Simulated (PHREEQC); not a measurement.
Solution (25 °C): 160 mmol/kgw NH3, 2.5 mmol/kgw Na2SiO3 and 0.42 mmol/kgw (CH3)4NCl. Closed to the air; pH follows from the charge balance.

Equilibrium calculation in PHREEQC: ion-association model, phreeqc.dat.

| quantity | before | after |
|---|---|---|
| pH | 11.50 | 11.22 |
| ionic strength (mol/kgw) | 0.00646 | 0.00473 |
| NH4+ (mol/kgw) | 0.000972 | 0.00181 |
| SI of Halite (NaCl) | -7.32 | -7.61 |

Problem. Which change was made?
A) (CH3)4NCl from 0.00042 to 0.00021 mol/kgw
B) NH3 replaced by NH4F at the same molality
C) diluted 2-fold with water
D) temperature from 25 to 90 °C
E) Na2SiO3 replaced by NaAlO2 at the same molality

Solution. E, Na2SiO3 replaced by NaAlO2 at the same molality

This is a speciation only: nothing precipitates in the calculation. Some of these states are supersaturated (in Gibbsite (slow to form), for instance). (CH3)4N+ isn't in the database: it is added as a free cation with an ion size of 4 Å.
